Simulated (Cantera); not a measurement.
Mixture: 2.43 % C3H8, 14.8 % O2, 75.7 % N2, 7.06 % H2O, at 5.00 bar, adiabatic and at constant volume. Ignition delay is the time to a rise of 400 K.

Detailed kinetics in Cantera: GRI-Mech 3.0 (53 species, 325 reactions). GRI-Mech 3.0 was tuned for natural gas; its chemistry of propane as a main component is partial and can be far from experiment.

Problem. Predict: delay at 1025 K; delay at 1125 K; delay at 1225 K; delay at 1325 K; delay at 1425 K; apparent activation energy between 1325 and 1425 K.

Solution. 
```
Quantity                                                Result
--------------------------------------------------  ----------
delay at 1025 K                                        99.7 ms
delay at 1125 K                                        13.1 ms
delay at 1225 K                                        1.90 ms
delay at 1325 K                                       0.342 ms
delay at 1425 K                                        82.4 µs
apparent activation energy between 1325 and 1425 K  220 kJ/mol
```
